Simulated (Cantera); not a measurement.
A closed system holds: 1 mol Si₃N₄, 0.001 mol O₂, 2.1 mol N₂, 0.0033 mol H₂O, at 1798.15 K and 36.0 Pa.

These are equilibrium values from Cantera (NASA tables, ideal gas, pure condensed phases), not measurements of a reactor. Candidate condensed phases: H₂O, Si, SiO₂, Si₂N₂O, Si₃N₄; 35 gas species. The tables' values for SiN are old estimates; treat these amounts as uncertain. Equilibrium is a limit: real reactors are often held back by kinetics, nucleation or transport.

Base state: N₂ 0.989, Si 0.00859, SiO 0.00128, H₂ 0.000572, H 0.000444, Si₂N 0.000116, SiN 7.21e-5, Si₂ 5.16e-5 (mole fractions); condensed: Si(l).

Q: What changes in the equilibrium state with this change: 0.047 mol HF added?

A: 
```
species       before     after
----------  --------  --------
N₂             0.989     0.977
Si           0.00859   0.00859
H₂          0.000572   0.00548
SiF₂               0   0.00463
SiF                0   0.00104
HF                 0  0.000426
Si(l), mol      2.96      2.93
```
The tables' values for SiF₂, SiF, SiF₃, SiN are old estimates; treat these amounts as uncertain.
